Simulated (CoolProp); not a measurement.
Sulfur dioxide along the isobar 32.8 MPa: fugacity coefficient from the reference equation and from simpler models built on Tc = 430.6 K, pc = 7.887 MPa, ω = 0.256; each cubic takes its own stable root.

Values from CoolProp's reference Helmholtz-energy equation of state, Gao 2016.

```
T (K)          phase  reference
-----  -------------  ---------
286.1         liquid    0.01376
310           liquid    0.02883
333.9         liquid    0.05275
357.8         liquid    0.08680
381.7         liquid     0.1312
405.6         liquid     0.1851
429.5         liquid     0.2469
453.3  supercritical     0.3137
477.2  supercritical     0.3835
501.1  supercritical     0.4533
525    supercritical     0.5204
```

**Question.** How far does each simpler model (Redlich-Kwong, Peng-Robinson) lie from the reference over these 11 states: mean and median of the absolute difference, and the worst?

**Answer.** 
- Redlich-Kwong: mean 26.0 %, median 16.2 %, worst +83.0 % at 286.1 K and 32.8 MPa
- Peng-Robinson: mean 0.2 %, median 0.3 %, worst +0.4 % at 429.5 K and 32.8 MPa
